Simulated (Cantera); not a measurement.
Mixture: H₂ : O₂ : N₂ = 1 : 0.641 : 2.41 (molar parts), equivalence ratio 0.78, at 6.60 bar, adiabatic and at constant volume. Ignition delay is the time to a rise of 400 K.

Computed with Cantera and the H2/O2 subset of GRI-Mech 3.0, which has no nitrogen chemistry. The hydrogen kinetics of GRI-Mech 3.0 are dated; newer H2 mechanisms differ, most at raised pressure. Where the delays flatten at high temperature, the 400 K rule measures the pace of heat release, not the induction time.

### Question
What does this change do: O2 0.641 to 0.93 parts?

### Answer
| quantity | before | after |
|---|---|---|
| delay at 1300 K | 5.44 µs | 4.52 µs |
| delay at 1500 K | 2.07 µs | 1.72 µs |
| delay at 1700 K | 1.22 µs | 1.01 µs |
| delay at 1900 K | 0.896 µs | 0.749 µs |
| delay at 2100 K | 0.792 µs | 0.664 µs |
